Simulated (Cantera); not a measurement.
## Ignition delay

Mixture: 23.6 % CH3OH, 16.1 % O2, 60.3 % N2, at 6.81 atm, adiabatic and at constant volume. Ignition delay is the time to a rise of 400 K.

Cantera simulation using GRI-Mech 3.0 (53 species, 325 reactions); the numbers are that mechanism's predictions, not measurements. GRI-Mech 3.0 was tuned for natural gas; its chemistry of methanol as a main component is partial and can be far from experiment.

| T0 (K) | delay (ms) |
|---|---|
| 1025 | 52.1 |
| 1100 | 10.2 |
| 1175 | 2.47 |
| 1250 | 0.709 |
| 1325 | 0.237 |
| 1400 | 0.0901 |

```
Property                                                Result
--------------------------------------------------  ----------
apparent activation energy between 1250 and 1400 K  200 kJ/mol
```
